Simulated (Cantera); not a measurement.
A closed system holds: 1 mol FeS2, 4.4 mol O2, at 1650 K and 1 atm.

These are equilibrium values from Cantera (NASA tables, ideal gas, pure condensed phases), not measurements of a reactor. Candidate condensed phases: Fe, FeO, FeS, FeSO4, FeS2, Fe2O3, Fe2(SO4)3, Fe3O4, S; 12 gas species. The numbers say what is thermodynamically allowed, not how fast it happens.

Base state: SO2 0.543, O2 0.450, SO3 0.00685, O 1.73e-5 (mole fractions); condensed: Fe2O3(s).

### Question
What changes in the equilibrium state with this change: temperature from 1650 K to 1725 K?

### Answer
```tsv
species	before	after
SO2	0.543	0.532
O2	0.450	0.463
SO3	0.00685	0.00504
O	1.73e-5	3.92e-5
Fe2O3(s), mol	0.500	0
Fe3O4(s), mol	0	0.333
```

### Question
What changes in the equilibrium state with this change: pressure from 1 atm to 0.110 bar?

### Answer
```csv
species,before,after
SO2,0.543,0.534
O2,0.450,0.464
SO3,0.00685,0.00225
O,1.73e-5,5.32e-5
"Fe2O3(s), mol",0.500,0
"Fe3O4(s), mol",0,0.333
```
